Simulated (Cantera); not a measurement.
A closed system holds: 1 mol B2H6, 0.39 mol N2, 3.4 mol H2, at 2200 K and 0.133 bar.

Cantera equilibrium calculation (NASA polynomials, part measured and part estimated; ideal gas, pure solids and liquids). Candidate condensed phases: B, BN; 15 gas species. The feed counts by its element totals alone. Mutual solubility and eutectic melting of coexisting phases are not modelled. The tables' values for BH2 are old estimates; treat these amounts as uncertain. Gases not in the tables: B2H6 and higher boranes. Kinetics and transport are ignored.

Base state: H2 0.970, H 0.0152, N2 0.0133, BH2 0.00129, B 2.05e-5, BH3 2.00e-5 (mole fractions); condensed: B(s) + BN(s).

Problem. What changes in the equilibrium state with this change: pressure from 0.133 bar to 0.790 bar?

Solution. 
```csv
species,before,after
H2,0.970,0.990
H,0.0152,0.00631
N2,0.0133,0.00224
BH2,0.00129,0.00131
B,2.05e-5,3.46e-6
BH3,2.00e-5,5.01e-5
"B(s), mol",1.39,1.24
"BN(s), mol",0.606,0.751
```
